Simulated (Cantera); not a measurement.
## Si + Cl2 (silicon etching in halogen gases)

Charge: 1 mol Si, a varied amount of Cl2, equilibrated at 10.0 mbar.

Method: chemical equilibrium by Gibbs-energy minimisation in Cantera with the NASA 1993 tables (ideal gas, pure condensed phases). Candidate condensed phases: Si; 9 gas species. The tables' values for SiCl3 are old estimates. Equilibrium is a limit: real reactors are often held back by kinetics, nucleation or transport.

Problem. Map the stable condensed phases over T = 650, 750, 850, 950, 1050, 1150, 1250, 1350, 1450 K and n(Cl2) in mol = 0.71, 0.9, 1.1, 1.4, 1.8, 2.3, 2.9, 3.7, 4.6, 5.8, 7.4, 9.3.

Solution. 
```
T in K \ n(Cl2) in mol
         0.71  0.9  1.1  1.4  1.8  2.3  2.9  3.7  4.6  5.8  7.4  9.3
   1450     A    A    A    B    B    B    B    B    B    B    B    B
   1350     A    A    A    B    B    B    B    B    B    B    B    B
   1250     A    A    A    A    B    B    B    B    B    B    B    B
   1150     A    A    A    A    A    B    B    B    B    B    B    B
   1050     A    A    A    A    A    B    B    B    B    B    B    B
    950     A    A    A    A    A    B    B    B    B    B    B    B
    850     A    A    A    A    A    B    B    B    B    B    B    B
    750     A    A    A    A    A    B    B    B    B    B    B    B
    650     A    A    A    A    A    B    B    B    B    B    B    B
```
A: Si; B: gas only.
